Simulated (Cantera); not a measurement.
Feed: 1 mol (CH3)2SiCl2, 0.046 mol C2H2, 7.7 mol H2, 0.074 mol C3H8, at 0.100 bar.

Cantera equilibrium calculation (NASA polynomials, part measured and part estimated; ideal gas, pure solids and liquids). Candidate condensed phases: C, C6H6, C7H8, C8H18, Si, SiC; 109 gas species. The feed counts by its element totals alone. Gases not in the tables: Si2H6 and higher silanes. The numbers say what is thermodynamically allowed, not how fast it happens.

Q: What share of the Si ends up in condensed phases as a function of T (K), at 1375, 1475, 1575, 1675, 1775, 1875, 1975, 2075, 2175, 2275, 2375, 2475, 2575?

A: 
```tsv
T (K)	Si condensed (%)	as
1375	99.0	SiC(s)
1475	98.9	SiC(s)
1575	98.6	SiC(s)
1675	98.0	SiC(s)
1775	97.3	SiC(s)
1875	96.5	SiC(s)
1975	95.4	SiC(s)
2075	94.2	SiC(s)
2175	92.6	SiC(s)
2275	89.8	SiC(s)
2375	84.0	SiC(s)
2475	69.4	SiC(s)
2575	30.5	SiC(s)
```
